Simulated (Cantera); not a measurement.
Charge: 1 mol CH₃SiCl₃, 0.18 mol HCl, 420 mol H₂, at 2100 K and 7.30 mbar.

Equilibrium computed with Cantera from the NASA thermochemical tables; the gas is ideal and each condensed phase is pure. Candidate condensed phases: C, C₆H₆, C₇H₈, C₈H₁₈, Si, SiC; 109 gas species. The feed counts by its element totals alone. The tables' values for SiCl are old estimates; treat these amounts as uncertain. Gases not in the tables: Si₂H₆ and higher silanes. Kinetics and transport are ignored.

### Question
What is the equilibrium state?

### Answer
```json
{
  "x(H₂)": "0.954",
  "x(H)": "0.0356",
  "x(HCl)": "0.00713",
  "x(Si)": "0.00174",
  "x(C₂H₂ (acetylene))": "0.000928",
  "x(Cl)": "0.000196",
  "x(SiH)": "7.86e-5",
  "x(SiC₂)": "7.53e-5",
  "x(Si₂C)": "7.10e-5",
  "n(SiC(s))": "0.0999 mol",
  "gas_amount": "431.7 mol",
  "log10 activity of C(graphite) (absent)": "-0.09",
  "log10 activity of Si(l) (absent)": "-1.02"
}
```
